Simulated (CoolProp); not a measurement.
Vapour-liquid equilibrium of CH2F2 (R32) (1) + R134a (2) at 780 kPa; x and y are mole fractions of (1).

The numbers come from the multi-fluid Helmholtz-energy mixture model, Tillner-Roth 1997 and Tillner-Roth 1994; pair parameters Lemmon 2004 in CoolProp.

| x | bubble temperature, mixture model (K) | bubble temperature, Raoult's law (K) | y, mixture model | y, Raoult's law |
|---|---|---|---|---|
| 0.05 | 301.2 | 301.1 | 0.102 | 0.117 |
| 0.2 | (withheld) | 294.4 | 0.353 | 0.391 |
| 0.35 | (withheld) | 288.8 | 0.543 | 0.585 |
| 0.5 | 284.4 | 284.0 | (withheld) | 0.727 |
| 0.65 | 280.2 | 279.8 | 0.806 | 0.834 |
| 0.8 | 276.4 | 276.1 | 0.901 | 0.916 |
| 0.95 | 272.9 | 272.9 | 0.978 | 0.981 |

**Question.** Some entries are withheld; supply them.

**Answer.** 
- 0.2, bubble temperature, mixture model (K): 294.7
- 0.35, bubble temperature, mixture model (K): 289.2
- 0.5, y, mixture model: 0.690

The largest gap from Raoult's law is +0.4 K in bubble temperature, at x = 0.5. No azeotrope shows between x = 0.05 and 0.95.

Pair parameters are fitted to limited data, so mixtures are less certain than the pure fluids.
